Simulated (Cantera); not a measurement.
**Ignition delay**

Mixture: CH4 : O2 : N2 = 1 : 1.25 : 4.7 (molar parts), equivalence ratio 1.6, at 5.00 bar, adiabatic and at constant volume. Ignition delay is the time to a rise of 400 K.

Model: GRI-Mech 3.0 (53 species, 325 reactions), integrated in Cantera.

```json
[
 {"T0 (K)": "1000", "delay (ms)": "223"},
 {"T0 (K)": "1075", "delay (ms)": "69.2"},
 {"T0 (K)": "1150", "delay (ms)": "23.7"},
 {"T0 (K)": "1225", "delay (ms)": "8.77"},
 {"T0 (K)": "1300", "delay (ms)": "3.47"},
 {"T0 (K)": "1375", "delay (ms)": "1.46"},
 {"T0 (K)": "1450", "delay (ms)": "0.643"},
 {"T0 (K)": "1525", "delay (ms)": "0.297"},
 {"T0 (K)": "1600", "delay (ms)": "0.144"}
]
```

The apparent activation energy between 1450 and 1600 K is 190 kJ/mol.
